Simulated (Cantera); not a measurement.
A closed system holds: 1 mol SO₂, 0.25 mol O₂, 8.5 mol N₂, held at 923.15 K and 10000 Pa.

These are equilibrium values from Cantera (NASA tables, ideal gas, pure condensed phases), not measurements of a reactor. Candidate condensed phases: S; 17 gas species. The numbers say what is thermodynamically allowed, not how fast it happens.

What is the equilibrium state?


```json
{
 "x(N₂)": "0.879",
 "x(SO₂)": "0.0862",
 "x(O₂)": "0.0172",
 "x(SO₃)": "0.0172",
 "x(NO)": "3.79e-6",
 "gas_amount": "9.667 mol",
 "log10 activity of S(l) (absent)": "-16.09"
}
```
